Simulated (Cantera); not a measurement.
A perfectly stirred reactor is fed with C2H6 : N2 = 1 : 110 (molar parts), at 1.01 bar; it is held at 1948 K, and followed from long to short residence time.

Cantera simulation using GRI-Mech 3.0 (53 species, 325 reactions); the numbers are that mechanism's predictions, not measurements. GRI-Mech 3.0 stops at C3 and has no aromatics, soot or wall deposition, so with more carbon than oxygen in the feed, carbon stays in small species such as C2H2 where larger ones or solid carbon would form.

Predict: x(C2H6) at τ = 1.50 s; x(HCN) at τ = 1.50 s; x(C2H) at τ = 1.50 s; x(CH4) at τ = 1.50 s; x(H) at τ = 1.50 s; x(C2H6) at τ = 45.0 ms; x(HCN) at τ = 45.0 ms; x(C2H) at τ = 45.0 ms; x(CH4) at τ = 45.0 ms; x(H) at τ = 45.0 ms.


- x(C2H6) at τ = 1.50 s = 4.91e-8
- x(HCN) at τ = 1.50 s = 0.00156
- x(C2H) at τ = 1.50 s = 1.10e-6
- x(CH4) at τ = 1.50 s = 0.000120
- x(H) at τ = 1.50 s = 0.000154
- x(C2H6) at τ = 45.0 ms = 1.57e-6
- x(HCN) at τ = 45.0 ms = 0.000396
- x(C2H) at τ = 45.0 ms = 1.41e-6
- x(CH4) at τ = 45.0 ms = 0.000562
- x(H) at τ = 45.0 ms = 0.000181
